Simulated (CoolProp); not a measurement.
Values from CoolProp's reference Helmholtz-energy equation of state, Gao 2022.

### Question
Give the vapour pressure (kPa), liquid density (kg/m³), vapour density (kg/m³), enthalpy of vaporisation (kJ/kg) of saturated n-perfluorohexane at 355.4, 363.5, 404 K.

### Answer
```csv
T (K),p (kPa),liquid density (kg/m³),vapour density (kg/m³),enthalpy of vaporisation (kJ/kg)
355.4,221,1490,28.4,76.9
363.5,276,1460,35.5,74.2
404,727,1280,101,57.5
```
